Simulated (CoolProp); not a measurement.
A simple Rankine cycle with methanol: condensing at 326.15 K, boiler at 0.472 MPa, turbine inlet 384.6 K, turbine efficiency 0.6, pump efficiency 0.8, no recuperator. Each further row changes one setting.

The numbers come from the reference Helmholtz-energy equation of state, de Reuck 1993 in CoolProp.

```tsv
case	thermal efficiency (%)	net work (kJ/kg)	heat in (kJ/kg)	turbine exit temperature (K)	volume ratio over the turbine
as stated	8.2	96.9	1180	326.2	6.48
turbine inlet 404.6 K	8.3	103	1240	329.3	6.25
condensing temperature 318.15 K	9.4	112	1200	318.1	8.97
boiler pressure 0.33 MPa	6.9	83.2	1210	326.4	4.51
turbine efficiency 0.5	6.9	80.6	1180	326.2	6.58
```

The expansion ends wet for: as stated; condensing temperature 318.15 K; turbine efficiency 0.5.
